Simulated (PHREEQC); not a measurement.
Make-up at 25 °C: 60 mmol/kgw HCl, 180 mmol/kgw Li2SO4 and 1.2 mmol/kgw Na2SO4. Closed to the air; pH follows from the charge balance.

The numbers come from PHREEQC with the ion-association model, phreeqc.dat.

Precipitation was switched off in this run.

Q: Order these S species by the share of S that they hold, largest first: NaSO4-, HSO4-, SO4-2, LiSO4-.

A: SO4-2 (58 %), HSO4- (23 %), LiSO4- (18 %), NaSO4- (0.14 %)

The pH is 1.86 and the ionic strength 0.453 mol/kgw. Complexes and solids missing from the database can't appear.
